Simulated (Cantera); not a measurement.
Input: 1 mol CH₃SiCl₃, 0.38 mol C₂H₂, 1.3 mol H₂, 0.2 mol C₂H₄, equilibrated at 1950 K and 0.00190 bar.

Equilibrium computed with Cantera from the NASA thermochemical tables; the gas is ideal and each condensed phase is pure. Candidate condensed phases: C, C₆H₆, C₇H₈, C₈H₁₈, Si, SiC; 109 gas species. The feed counts by its element totals alone. The tables' values for SiCl, SiCl₃ are old estimates; treat these amounts as uncertain. Kinetics and transport are ignored.

Base state: HCl 0.459, H₂ 0.455, SiCl₂ 0.0534, H 0.0177, Cl 0.0134, SiCl 0.000642, Si 0.000568, SiCl₃ 0.000436 (mole fractions); condensed: C(graphite) + SiC(s).

Problem. What changes in the equilibrium state with this change: temperature from 1950 K to 1223 K?

Solution. 
```json
[
 {"species": "HCl", "before": "0.459", "after": "0.530"},
 {"species": "H₂", "before": "0.455", "after": "0.451"},
 {"species": "SiCl₄", "before": "4.42e-6", "after": "0.0141"},
 {"species": "SiCl₂", "before": "0.0534", "after": "0.00293"},
 {"species": "H", "before": "0.0177", "after": "4.63e-6"},
 {"species": "Cl", "before": "0.0134", "after": "4.69e-6"},
 {"species": "Si", "before": "0.000568", "after": "<1e-9"},
 {"species": "SiCl", "before": "0.000642", "after": "1.48e-9"},
 {"species": "SiC₂", "before": "1.85e-5", "after": "<1e-9"},
 {"species": "SiH", "before": "1.28e-5", "after": "<1e-9"},
 {"species": "C(graphite), mol", "before": "1.44", "after": "1.26"},
 {"species": "SiC(s), mol", "before": "0.716", "after": "0.902"}
]
```
The tables' values for SiCl₃ are old estimates; treat these amounts as uncertain.

Problem. What changes in the equilibrium state with this change: pressure from 0.00190 bar to 0.0930 bar?

Solution. 
```csv
species,before,after
HCl,0.459,0.469
H₂,0.455,0.468
SiCl₂,0.0534,0.0542
H,0.0177,0.00257
Cl,0.0134,0.00193
SiHCl₃,1.54e-6,7.86e-5
SiCl₄,4.42e-6,0.000224
"C(graphite), mol",1.44,1.45
"SiC(s), mol",0.716,0.706
```
The tables' values for SiCl₃, SiCl are old estimates; treat these amounts as uncertain.
